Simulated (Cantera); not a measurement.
Source: NASA polynomial tables (part measured, part estimated), evaluated in Cantera. Values are per mole of reaction as written; species without (g) are pure solids or liquids, kept so even where they would boil at 1 bar.

Task: Between 1550 and 1900 K, where is each reaction favourable under standard conditions?
- 6 SiO(g) + S₂(g) = 6 Si + 2 SO₃(g)
- 3 Si + O₃(g) = 3 SiO(g)

Result: 
- 6 SiO(g) + S₂(g) = 6 Si + 2 SO₃(g): ΔG° is 982 kJ at 1550 K and 1220 kJ at 1900 K; it stays positive (K < 1). ΔH° is 74 kJ and ΔS° -603 J/K at 1900 K.
- 3 Si + O₃(g) = 3 SiO(g): ΔG° is -941 kJ at 1550 K and -1027 kJ at 1900 K; it stays negative (K > 1). ΔH° is -639 kJ and ΔS° 204 J/K at 1900 K.
